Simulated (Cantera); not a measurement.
**Equilibrium for titanium nitride, carbide and oxide coatings: TiCl₄ + H₂O**

Feed: 1 mol TiCl₄, 16 mol H₂O, held at 45.0 Torr.

Equilibrium computed with Cantera from the NASA thermochemical tables; the gas is ideal and each condensed phase is pure. Candidate condensed phases: H₂O, Ti, TiCl₂, TiCl₃, TiCl₄, TiO, TiO₂, Ti₂O₃, Ti₃O₅, Ti₄O₇; 23 gas species. Gases not in the tables: TiO(OH)₂. Equilibrium is a limit: real reactors are often held back by kinetics, nucleation or transport.

```json
[
 {"T (K)": "1400", "x H₂O": "0.778", "x HCl": "0.222", "x H₂": "0.000221", "x Cl": "0.000244", "x OH": "2.06e-5", "x O₂": "4.21e-5", "x H": "2.95e-7", "n TiO₂(rutile)": "1.00"},
 {"T (K)": "1450", "x H₂O": "0.777", "x HCl": "0.222", "x H₂": "0.000354", "x Cl": "0.000371", "x OH": "3.83e-5", "x O₂": "7.22e-5", "x H": "7.26e-7", "n TiO₂(rutile)": "1.00"},
 {"T (K)": "1500", "x H₂O": "0.777", "x HCl": "0.222", "x H₂": "0.000550", "x Cl": "0.000547", "x OH": "6.80e-5", "x O₂": "0.000119", "x H": "1.69e-6", "n TiO₂(rutile)": "1.00"},
 {"T (K)": "1550", "x H₂O": "0.777", "x HCl": "0.221", "x H₂": "0.000834", "x Cl": "0.000787", "x OH": "0.000116", "x O₂": "0.000189", "x H": "3.71e-6", "n TiO₂(rutile)": "1.00"},
 {"T (K)": "1600", "x H₂O": "0.776", "x HCl": "0.221", "x H₂": "0.00123", "x Cl": "0.00110", "x OH": "0.000192", "x O₂": "0.000291", "x H": "7.79e-6", "n TiO₂(rutile)": "1.00"},
 {"T (K)": "1650", "x H₂O": "0.776", "x HCl": "0.220", "x H₂": "0.00178", "x Cl": "0.00152", "x OH": "0.000308", "x O₂": "0.000434", "x H": "1.57e-5", "n TiO₂(rutile)": "1.00"},
 {"T (K)": "1700", "x H₂O": "0.775", "x HCl": "0.220", "x H₂": "0.00253", "x Cl": "0.00205", "x OH": "0.000479", "x O₂": "0.000633", "x H": "3.02e-5", "n TiO₂(rutile)": "1.00"},
 {"T (K)": "1750", "x H₂O": "0.773", "x HCl": "0.219", "x H₂": "0.00351", "x Cl": "0.00271", "x OH": "0.000727", "x O₂": "0.000901", "x H": "5.62e-5", "n TiO₂(rutile)": "1.000"},
 {"T (K)": "1800", "x H₂O": "0.771", "x HCl": "0.218", "x H₂": "0.00479", "x Cl": "0.00352", "x OH": "0.00108", "x O₂": "0.00126", "x H": "0.000101", "n TiO₂(rutile)": "1.000"},
 {"T (K)": "1850", "x H₂O": "0.769", "x HCl": "0.217", "x H₂": "0.00642", "x Cl": "0.00452", "x OH": "0.00156", "x O₂": "0.00172", "x H": "0.000176", "n TiO₂(rutile)": "1.000"},
 {"T (K)": "1900", "x H₂O": "0.766", "x HCl": "0.215", "x H₂": "0.00849", "x Cl": "0.00571", "x OH": "0.00221", "x O₂": "0.00230", "x H": "0.000298", "n TiO₂(rutile)": "1.000"},
 {"T (K)": "1950", "x H₂O": "0.762", "x HCl": "0.213", "x H₂": "0.0110", "x Cl": "0.00712", "x OH": "0.00308", "x O₂": "0.00304", "x H": "0.000492", "n TiO₂(rutile)": "1.000"},
 {"T (K)": "2000", "x H₂O": "0.757", "x HCl": "0.211", "x H₂": "0.0142", "x Cl": "0.00876", "x OH": "0.00421", "x O₂": "0.00395", "x H": "0.000791", "n TiO₂(rutile)": "1.000"},
 {"T (K)": "2050", "x H₂O": "0.751", "x HCl": "0.208", "x H₂": "0.0180", "x Cl": "0.0107", "x OH": "0.00567", "x O₂": "0.00506", "x H": "0.00124", "n TiO₂(rutile)": "1.000"}
]
```
x: gas mole fraction; n: condensed amount in mol.

From 1400 K to 2050 K the condensed part is TiO₂(rutile).
